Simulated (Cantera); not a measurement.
A freely propagating, adiabatic, planar premixed flame of H2 : O2 : N2 : H2O = 1 : 0.227 : 0.773 : 0.36 (molar parts), unburnt at 673 K and 100000 Pa; mixture-averaged transport, grid criteria slope 0.08 and curve 0.16, no radiation.

Computed with Cantera and the H2/O2 subset of GRI-Mech 3.0, which has no nitrogen chemistry. Burning velocities carry a grid error of a few per cent, more on coarse grids.

```json
[
 {"quantity": "laminar burning velocity", "before": "896 cm/s", "after": "907 cm/s"},
 {"quantity": "thermal thickness", "before": "0.426 mm", "after": "0.420 mm"},
 {"quantity": "peak x(HO2)", "before": "0.000343", "after": "0.000383"},
 {"quantity": "peak x(O)", "before": "0.00239", "after": "0.00365"},
 {"quantity": "peak x(H)", "before": "0.0635", "after": "0.0632"}
]
```

Name the change that produced these shifts.
A. inlet temperature 673 to 525 K
B. inlet temperature 673 to 625 K
C. inlet temperature 673 to 425 K
D. H2 1 to 0.8 parts

D, H2 1 to 0.8 parts
